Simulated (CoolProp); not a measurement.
Saturation properties of CH2F2 (R32).

Model: reference Helmholtz-energy equation of state, Tillner-Roth 1997, in CoolProp.

```json
[
 {"T (K)": "222.3", "p (MPa)": "0.1055", "liquid density (kg/m³)": "1211", "vapour density (kg/m³)": "3.104", "enthalpy of vaporisation (kJ/kg)": "381.0", "surface tension (mN/m)": "20.5", "liquid conductivity (mW/(m K))": "193"},
 {"T (K)": "230.3", "p (MPa)": "0.1556", "liquid density (kg/m³)": "1188", "vapour density (kg/m³)": "4.475", "enthalpy of vaporisation (kJ/kg)": "372.1", "surface tension (mN/m)": "18.9", "liquid conductivity (mW/(m K))": "187"},
 {"T (K)": "238.3", "p (MPa)": "0.2228", "liquid density (kg/m³)": "1165", "vapour density (kg/m³)": "6.286", "enthalpy of vaporisation (kJ/kg)": "362.7", "surface tension (mN/m)": "17.4", "liquid conductivity (mW/(m K))": "181"},
 {"T (K)": "246.3", "p (MPa)": "0.3108", "liquid density (kg/m³)": "1142", "vapour density (kg/m³)": "8.635", "enthalpy of vaporisation (kJ/kg)": "352.9", "surface tension (mN/m)": "15.9", "liquid conductivity (mW/(m K))": "175"},
 {"T (K)": "254.3", "p (MPa)": "0.4237", "liquid density (kg/m³)": "1117", "vapour density (kg/m³)": "11.63", "enthalpy of vaporisation (kJ/kg)": "342.5", "surface tension (mN/m)": "14.4", "liquid conductivity (mW/(m K))": "169"},
 {"T (K)": "262.4", "p (MPa)": "0.5676", "liquid density (kg/m³)": "1091", "vapour density (kg/m³)": "15.47", "enthalpy of vaporisation (kJ/kg)": "331.3", "surface tension (mN/m)": "12.9", "liquid conductivity (mW/(m K))": "163"},
 {"T (K)": "270.4", "p (MPa)": "0.7438", "liquid density (kg/m³)": "1065", "vapour density (kg/m³)": "20.21", "enthalpy of vaporisation (kJ/kg)": "319.5", "surface tension (mN/m)": "11.5", "liquid conductivity (mW/(m K))": "157"},
 {"T (K)": "278.4", "p (MPa)": "0.9588", "liquid density (kg/m³)": "1037", "vapour density (kg/m³)": "26.09", "enthalpy of vaporisation (kJ/kg)": "306.9", "surface tension (mN/m)": "10.1", "liquid conductivity (mW/(m K))": "150"},
 {"T (K)": "286.4", "p (MPa)": "1.218", "liquid density (kg/m³)": "1008", "vapour density (kg/m³)": "33.38", "enthalpy of vaporisation (kJ/kg)": "293.2", "surface tension (mN/m)": "8.71", "liquid conductivity (mW/(m K))": "144"},
 {"T (K)": "294.5", "p (MPa)": "1.530", "liquid density (kg/m³)": "976.0", "vapour density (kg/m³)": "42.52", "enthalpy of vaporisation (kJ/kg)": "278.2", "surface tension (mN/m)": "7.38", "liquid conductivity (mW/(m K))": "137"},
 {"T (K)": "302.5", "p (MPa)": "1.895", "liquid density (kg/m³)": "942.5", "vapour density (kg/m³)": "53.75", "enthalpy of vaporisation (kJ/kg)": "261.8", "surface tension (mN/m)": "6.10", "liquid conductivity (mW/(m K))": "130"},
 {"T (K)": "310.5", "p (MPa)": "2.322", "liquid density (kg/m³)": "906.0", "vapour density (kg/m³)": "67.82", "enthalpy of vaporisation (kJ/kg)": "243.6", "surface tension (mN/m)": "4.88", "liquid conductivity (mW/(m K))": "124"},
 {"T (K)": "318.5", "p (MPa)": "2.818", "liquid density (kg/m³)": "865.4", "vapour density (kg/m³)": "85.74", "enthalpy of vaporisation (kJ/kg)": "223.0", "surface tension (mN/m)": "3.72", "liquid conductivity (mW/(m K))": "116"},
 {"T (K)": "326.5", "p (MPa)": "3.391", "liquid density (kg/m³)": "818.9", "vapour density (kg/m³)": "109.2", "enthalpy of vaporisation (kJ/kg)": "199.1", "surface tension (mN/m)": "2.62", "liquid conductivity (mW/(m K))": "109"}
]
```

It boils at 221.5 K under 1 atm.

Thermal conductivity comes from a separate model (Huber 2003), an estimate that may be off by 10 % or more. Surface tension comes from a separate correlation (Mulero 2012).
